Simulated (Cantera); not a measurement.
Feed: 1 mol CS₂, 0.023 mol O₂, held at 1848 K and 62.0 mbar.

Method: chemical equilibrium by Gibbs-energy minimisation in Cantera with the NASA 1993 tables (ideal gas, pure condensed phases). Candidate condensed phases: C, S; 22 gas species. Equilibrium is a limit: real reactors are often held back by kinetics, nucleation or transport.

Base state: CS₂ 0.729, S₂ 0.164, CS 0.0625, CO 0.0424, S 0.00176, COS 0.000140 (mole fractions); condensed: C(graphite).

Q: What changes in the equilibrium state with this change: 0.21 mol H₂O added?

A: 
```json
[
 {"species": "CS₂", "before": "0.729", "after": "0.463"},
 {"species": "S₂", "before": "0.164", "after": "0.180"},
 {"species": "CO", "before": "0.0424", "after": "0.172"},
 {"species": "H₂", "before": "0", "after": "0.125"},
 {"species": "H₂S", "before": "0", "after": "0.0122"},
 {"species": "CS", "before": "0.0625", "after": "0.0378"},
 {"species": "SH", "before": "0", "after": "0.00744"},
 {"species": "H", "before": "0", "after": "0.000753"},
 {"species": "C(graphite), mol", "before": "0.0986", "after": "0"}
]
```
Further candidate phases: C₆H₆, C₇H₈, C₈H₁₈, H₂O, H₂SO₄.

Q: What changes in the equilibrium state with this change: O₂ from 0.023 to 0.062 mol?

A: 
| species | before | after |
|---|---|---|
| CS₂ | 0.729 | 0.678 |
| S₂ | 0.164 | 0.153 |
| CO | 0.0424 | 0.107 |
| CS | 0.0625 | 0.0603 |
| COS | 0.000140 | 0.000338 |
| S | 0.00176 | 0.00170 |
| C(graphite), mol | 0.0986 | 0.0193 |
